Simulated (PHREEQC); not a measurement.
# Acid mine or pickling water: an equilibrium model

Synthetic water in mg/L, 58 °C, pH 3.46, pe 10:

```
constituent               mg/L
-----------------------  -----
Na                         107
K                         3.11
Ca                        30.7
Mg                        7.67
Cl                        12.6
S(6) as SO4                353
O(0) (dissolved oxygen)  0.405
Al                       0.425
```

Valence states are taken as typed.

Computed with PHREEQC (ion-association model, phreeqc.dat).

```yaml
ionic_strength: 0.0107 mol/kgw
specific_conductance: 1640 µS/cm
total_alkalinity: -0.553 meq/kg
charge_balance_error: -1.5 %
```

```
species  molality  activity   log γ
-------  --------  --------  ------
Na+       0.00460   0.00412  -0.048
SO4-2     0.00314   0.00202  -0.192
Ca+2     0.000594  0.000384  -0.190
H+       0.000383  0.000347  -0.043
Cl-      0.000356  0.000317  -0.050
Mg+2     0.000190  0.000124  -0.187
CaSO4    0.000171  0.000172   0.001
HSO4-    0.000170  0.000152  -0.049
MgSO4    0.000125  0.000126   0.001
K+        7.77e-5   6.93e-5  -0.050
NaSO4-    5.60e-5   5.02e-5  -0.047
O2        1.27e-5   1.27e-5   0.001
```

No solid was allowed to form. Constants without temperature data keep their 25 °C values here.
